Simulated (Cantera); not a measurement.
Cantera with NASA thermochemical tables; ideal gases at 1 bar, condensed phases pure. Values are per mole of reaction as written; species without (g) are pure solids or liquids, kept so even where they would boil at 1 bar.

Q: Between 300 and 1898 K, where is each reaction favourable under standard conditions?
- Ta + O₂(g) = TaO₂(g)
- 2 Si + O₂(g) = 2 SiO(g)
- 2 H₂(g) + O₂(g) = 2 H₂O(g)

A: 
- Ta + O₂(g) = TaO₂(g): ΔG° is -211 kJ at 300 K and -250 kJ at 1898 K; it stays negative (K > 1). ΔH° is -214 kJ and ΔS° 19 J/K at 1898 K.
- 2 Si + O₂(g) = 2 SiO(g): ΔG° is -255 kJ at 300 K and -504 kJ at 1898 K; it stays negative (K > 1). ΔH° is -328 kJ and ΔS° 93 J/K at 1898 K.
- 2 H₂(g) + O₂(g) = 2 H₂O(g): ΔG° is -457 kJ at 300 K and -283 kJ at 1898 K; it stays negative (K > 1). ΔH° is -502 kJ and ΔS° -116 J/K at 1898 K.
